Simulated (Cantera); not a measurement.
Thermodynamics of silicon epitaxy and polysilicon growth, feed SiHCl3 + HCl + N2

Feed: 1 mol SiHCl3, 1.2 mol HCl, a varied amount of N2, at 1525 K and 10.0 Torr.

These are equilibrium values from Cantera (NASA tables, ideal gas, pure condensed phases), not measurements of a reactor. Candidate condensed phases: NH4Cl, Si, Si3N4; 28 gas species. The tables' values for SiCl3 are old estimates; treat these amounts as uncertain. The numbers say what is thermodynamically allowed, not how fast it happens.

From 8.9 mol N2 to 250 mol N2 nothing is condensed. The main Si-bearing gas is SiCl2 throughout.

```tsv
n(N2) (mol)	x N2	x HCl	x SiCl2	x H2	x SiCl3	x SiCl4
8.9	0.750	0.147	0.0575	0.0191	0.0150	0.0116
39	0.927	0.0451	0.0185	0.00362	0.00340	0.00186
69	0.957	0.0270	0.0113	0.00177	0.00177	0.000831
99	0.970	0.0193	0.00814	0.00111	0.00116	0.000489
130	0.977	0.0150	0.00635	0.000783	0.000834	0.000325
160	0.981	0.0123	0.00525	0.000599	0.000647	0.000237
190	0.984	0.0104	0.00447	0.000480	0.000523	0.000182
220	0.986	0.00906	0.00390	0.000397	0.000435	0.000144
250	0.988	0.00801	0.00346	0.000337	0.000371	0.000118
```
x: gas mole fraction; nothing condenses.
